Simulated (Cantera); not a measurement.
## Premixed flame

A freely propagating, adiabatic, planar premixed flame of H₂ : O₂ : N₂ = 1 : 0.588 : 2.59 (molar parts), equivalence ratio 0.85, unburnt at 650 K and 0.900 bar; mixture-averaged transport, grid criteria slope 0.08 and curve 0.16, no radiation.

Detailed kinetics in Cantera: the H2/O2 subset of GRI-Mech 3.0, which has no nitrogen chemistry. Burning velocities carry a grid error of a few per cent, more on coarse grids.

```
z (mm)  T (K)  u (m/s)    x H₂    x O₂     x H₂O      x OH       x O   x H₂O₂
------  -----  -------  ------  ------  --------  --------  --------  -------
-1.73     650     6.62   0.239   0.141     <1e-8     <1e-8     <1e-8    <1e-8
-1.15     650     6.62   0.239   0.141     <1e-8     <1e-8     <1e-8    <1e-8
-0.865    650     6.62   0.239   0.141     <1e-8     <1e-8     <1e-8    <1e-8
-0.577    650     6.62   0.239   0.141   2.38e-7     <1e-8     <1e-8    <1e-8
-0.288    662     6.71   0.235   0.141  0.000678   4.09e-5   8.63e-6  2.58e-6
-0.144    822     8.17   0.207   0.137    0.0155  0.000615  0.000314  9.09e-6
0        1213     11.7   0.116   0.102    0.0918   0.00338   0.00522  4.93e-6
0.144    1509     14.4  0.0447  0.0540     0.175   0.00904    0.0119  3.09e-6
0.288    1652     15.6  0.0313  0.0417     0.196    0.0119    0.0128  1.81e-6
0.577    1804     16.9  0.0279  0.0369     0.208    0.0141    0.0111  9.40e-7
1.15     1955     18.1  0.0243  0.0334     0.220    0.0151   0.00841  5.15e-7
2.31     2090     19.2  0.0190  0.0302     0.232    0.0147   0.00571  3.22e-7
4.61     2201     20.0  0.0131  0.0276     0.244    0.0130   0.00347  2.29e-7
```
x: mole fraction of selected species; z is measured from the peak of heat release.

```
Property                    Result
------------------------  --------
laminar burning velocity  662 cm/s
thermal thickness         0.577 mm
peak x(OH)                  0.0151
peak x(O)                   0.0129
peak x(H₂O₂)               9.13e-6
grid points                    129
```
